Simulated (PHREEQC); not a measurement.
Na3PO4 is added in steps, without added water, to 1 kg of water holding 7.6 mmol/kgw H2SO4, 110 mmol/kgw NaCl and 0.41 mmol/kgw KCl, at 50 °C. Oxygen is held at 0.21 atm. The system is closed to CO2. The run lets Halite, Mirabilite precipitate or redissolve, and no other solid.

Base run: PHREEQC, ion-association model, wateq4f.dat. Each further column changes one thing. The table gives HSO4- (mol/kgw).

| Na3PO4 added (mol) | base | metal-ligand complexes left out | database phreeqc.dat | Debye-Hückel limiting law | all activity coefficients set to 1 |
|---|---|---|---|---|---|
| 0 | 0.00295 | 0.00325 | 0.00293 | 0.00201 | 0.00413 |
| 0.033 | 3.37e-12 | 4.57e-12 | 3.81e-12 | 4.35e-12 | 2.38e-12 |
| 0.0825 | 1.08e-12 | 1.61e-12 | 1.23e-12 | 1.92e-12 | 5.38e-13 |
| 0.132 | 6.74e-13 | 1.08e-12 | 7.45e-13 | 1.59e-12 | 2.66e-13 |
| 0.165 | 5.38e-13 | 9.08e-13 | 5.75e-13 | … | 1.89e-13 |
| 0.198 | 4.46e-13 | 7.89e-13 | 4.58e-13 | 1.51e-12 | 1.42e-13 |
| 0.2475 | 3.51e-13 | 6.65e-13 | 3.36e-13 | 1.54e-12 | 9.94e-14 |
| 0.297 | 2.85e-13 | 5.78e-13 | 2.53e-13 | 1.63e-12 | … |
| 0.33 | 2.52e-13 | 5.32e-13 | … | … | 6.18e-14 |

Problem. What belongs in the gaps?

Solution. 
- 0.165, Debye-Hückel limiting law: 1.52e-12
- 0.297, all activity coefficients set to 1: 7.37e-14
- 0.33, database phreeqc.dat: 2.11e-13
- 0.33, Debye-Hückel limiting law: 1.71e-12

The ionic strength passes 0.7 mol/kgw, the rough limit of the ion-association models, in part of: base; metal-ligand complexes left out; database phreeqc.dat; Debye-Hückel limiting law; all activity coefficients set to 1. H3PO4, which wateq4f.dat lacks, is added to it with the constant of phreeqc.dat. At this temperature some constants are extrapolated from 25 °C, and those without enthalpy data are left unchanged. phreeqc.dat and wateq4f.dat share most of their constants, so their agreement is no independent check. Solids allowed in the column 'database phreeqc.dat': Halite, Sylvite.
